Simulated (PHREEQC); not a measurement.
A solution holds 0.0019 mol/kgw NaOH, 0.0065 mol/kgw SrCl2 and 0.21 mol/kgw LiCl, at 25 °C. Closed to the air; pH follows from the charge balance.

Model: Pitzer model, pitzer.dat, run in PHREEQC.

```
Item                         Result
--------------------  -------------
pH                            11.07
ionic strength        0.231 mol/kgw
activity of water             0.993
specific conductance    20400 µS/cm
density                 1.003 g/cm³
osmotic coefficient           0.937
total alkalinity        1.90 meq/kg
```

```tsv
species	molality	activity	log γ
Cl-	0.223	0.157	-0.151
Li+	0.210	0.169	-0.096
Sr+2	0.00650	0.00203	-0.505
OH-	0.00190	0.00118	-0.209
Na+	0.00190	0.00146	-0.113
```

Precipitation was switched off in this run.
